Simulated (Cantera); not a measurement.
Thermodynamics of carbon deposition, reforming and gasification, feed acetone + H2O + N2 + O2

Charge: 1 mol acetone, 1.3 mol H2O, 15 mol N2, 0.39 mol O2, equilibrated at 13.5 Torr.

Cantera equilibrium calculation (NASA polynomials, part measured and part estimated; ideal gas, pure solids and liquids). Candidate condensed phases: C, C6H6, C7H8, C8H18, H2O; 136 gas species. The feed counts by its element totals alone. Rates play no part.

| T (°C) | log p N2 | log p H2 | log p CO | log p CO2 | log p H2O | n C(graphite) |
|---|---|---|---|---|---|---|
| 550 | -1.91 | -2.47 | -2.69 | -3.70 | -4.04 | 0.260 |
| 650 | -1.92 | -2.46 | -2.62 | -4.41 | -4.56 | 0 |
| 750 | -1.92 | -2.46 | -2.62 | -4.51 | -4.47 | 0 |
| 850 | -1.92 | -2.46 | -2.62 | -4.60 | -4.40 | 0 |
| 950 | -1.92 | -2.47 | -2.62 | -4.68 | -4.36 | 0 |
| 1050 | -1.92 | -2.47 | -2.62 | -4.75 | -4.33 | 0 |
| 1150 | -1.92 | -2.47 | -2.62 | -4.82 | -4.31 | 0 |
| 1250 | -1.92 | -2.47 | -2.62 | -4.87 | -4.29 | 0 |
| 1350 | -1.92 | -2.47 | -2.62 | -4.92 | -4.28 | 0 |
log p: log10 of the partial pressure in bar; n: condensed amount in mol.

At 550 °C the condensed part is C(graphite). From 650 °C to 1350 °C nothing is condensed. The main C-bearing gas is CO throughout.
